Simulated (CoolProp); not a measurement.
Computed with CoolProp (reference Helmholtz-energy equation of state, Span 1996).

Question: For carbon dioxide, give the phase and the Joule-Thomson coefficient (K/MPa) at 253.85 °C and 101 kPa.

Answer: 
- 253.85 °C and 101 kPa: gas; Joule-Thomson coefficient 2.77
